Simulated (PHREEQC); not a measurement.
Consider water at 25 °C with 0.016 mol/kgw MnSO4, 0.00068 mol/kgw NaHCO3 and 0.0031 mol/kgw Na2SO4. Closed to the air; pH follows from the charge balance.

All values are PHREEQC results (ion-association model, phreeqc.dat), not measurements.

Question: The ionic strength comes out as 0.0515 mol/kgw. What activity coefficients do Na+, SO4-2, HCO3-, MnHCO3+, Mn+2 get?

Answer: Na+ 0.82, SO4-2 0.46, HCO3- 0.83, MnHCO3+ 0.82, Mn+2 0.48.

This is a speciation only: nothing precipitates in the calculation. Saturation is exceeded, for instance for Rhodochrosite; the values hold only as long as no solid forms. Complexes and solids missing from the database can't appear.
